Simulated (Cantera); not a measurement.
## Low-pressure radical oxidation in H2/O2

A perfectly stirred reactor is fed with 6.63 % H₂, 93.4 % O₂, equivalence ratio 0.035, at 1.65 Torr; it is held at 1425 K, and followed from long to short residence time.

Model: GRI-Mech 3.0 (53 species, 325 reactions), integrated in Cantera. Radical loss at walls, strong at low pressure, is not modelled. The temperature is held fixed by assumption; the heat of reaction is taken as removed at once.

| τ (s) | x H₂ | x O₂ | x HO₂ | x H₂O₂ | x O |
|---|---|---|---|---|---|
| 2.3 | 0.000878 | 0.901 | 3.24e-7 | 9.85e-9 | 0.0262 |
| 1.0 | 0.00113 | 0.893 | 3.49e-7 | 1.04e-8 | 0.0340 |
| 0.47 | 0.00133 | 0.887 | 3.63e-7 | 1.07e-8 | 0.0394 |
| 0.21 | 0.00154 | 0.883 | 3.71e-7 | 1.10e-8 | 0.0428 |
| 0.098 | 0.00182 | 0.881 | 3.76e-7 | 1.13e-8 | 0.0442 |
| 0.044 | 0.00236 | 0.880 | 3.82e-7 | 1.18e-8 | 0.0443 |
| 0.020 | 0.00346 | 0.881 | 3.89e-7 | 1.28e-8 | 0.0429 |
| 0.0092 | 0.00569 | 0.884 | 3.97e-7 | 1.44e-8 | 0.0400 |
| 0.0042 | 0.0102 | 0.888 | 4.00e-7 | 1.64e-8 | 0.0349 |
x: mole fraction; the columns are a selection and need not sum to one.
